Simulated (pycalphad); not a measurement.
An equivalent pycalphad script:

```python
from pycalphad import Database, equilibrium, calculate, variables as v
import numpy as np
db = Database('COST507.tdb')
comps = ['SN', 'SI', 'VA']
phases = ['BCT_A5', 'DIAMOND_A4', 'LIQUID']
eq = equilibrium(db, comps, phases, {v.X('SI'): 0.33, v.T: np.arange(2350, 499, -75), v.P: 101325, v.N: 1}, output=['HM', 'SM'])
```

Computed with pycalphad from the COST 507 light-alloy database (1999), at 1 atm. The database dates from 1999; later assessments differ in places, in temperatures and in the compounds included. Amounts are mole fractions of atoms.

Results at three of the temperatures:

```
T = 1975.00 K, P = 101325 Pa, N = 1 mol of atoms
G = -157248 J/mol, H = 73320 J/mol, S = 116.74 J/(mol K)  (SER reference)
chemical potentials (J/mol): Sn -184338, Si -102247
phase             fraction      x(Sn)      x(Si)
LIQUID              1.0000     0.6700     0.3300
```

```
T = 1150.00 K, P = 101325 Pa, N = 1 mol of atoms
G = -71441 J/mol, H = 28629 J/mol, S = 87.02 J/(mol K)  (SER reference)
chemical potentials (J/mol): Sn -88028, Si -37765
phase             fraction      x(Sn)      x(Si)
LIQUID              0.6786     0.9874     0.0126
DIAMOND_A4          0.3214   4.06e-07     1.0000
```

```
T = 925.00 K, P = 101325 Pa, N = 1 mol of atoms
G = -52595 J/mol, H = 21799 J/mol, S = 80.43 J/(mol K)  (SER reference)
chemical potentials (J/mol): Sn -65246, Si -26908
phase             fraction      x(Sn)      x(Si)
LIQUID              0.6711     0.9984     0.0016
DIAMOND_A4          0.3289    4.4e-07     1.0000
```

Changes of the phase set, refined by bisection:

```
T (°C)  phases above           phases below
------  ------------  ---------------------
1301.7        liquid  diamond (Si) + liquid
```

DIAMOND_A4 is diamond (Si).
